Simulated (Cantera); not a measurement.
# Hydrocarbon pyrolysis for carbon deposition

A perfectly stirred reactor is fed with 1.61 % C2H6, 98.4 % N2, at 25.5 Torr; it is held at 2000 K, and followed from long to short residence time.

Computed with Cantera and GRI-Mech 3.0 (53 species, 325 reactions). GRI-Mech 3.0 stops at C3 and has no aromatics, soot or wall deposition, so with more carbon than oxygen in the feed, carbon stays in small species such as C2H2 where larger ones or solid carbon would form. Radical loss at walls, strong at low pressure, is not modelled.

```csv
τ (s),x C2H6,x C2H4,x CH2,x C2H2,x HCN,x CH3,x H
1.5,3.96e-7,2.46e-6,3.76e-6,0.0135,0.00387,9.84e-5,0.000987
0.56,1.07e-6,7.20e-6,6.13e-6,0.0142,0.00236,0.000175,0.000942
0.21,2.88e-6,2.00e-5,9.83e-6,0.0145,0.00141,0.000302,0.000932
0.081,7.42e-6,5.12e-5,1.54e-5,0.0145,0.000863,0.000504,0.000955
0.031,1.91e-5,0.000125,2.37e-5,0.0142,0.000536,0.000834,0.00102
0.012,4.81e-5,0.000289,3.58e-5,0.0136,0.000339,0.00136,0.00111
0.0046,0.000121,0.000632,5.27e-5,0.0126,0.000213,0.00223,0.00124
0.0017,0.000313,0.00132,7.53e-5,0.0108,0.000128,0.00370,0.00139
0.00067,0.000754,0.00237,9.85e-5,0.00821,7.57e-5,0.00581,0.00150
0.00025,0.00188,0.00354,0.000117,0.00460,3.79e-5,0.00878,0.00147
```
x: mole fraction; the columns are a selection and need not sum to one.
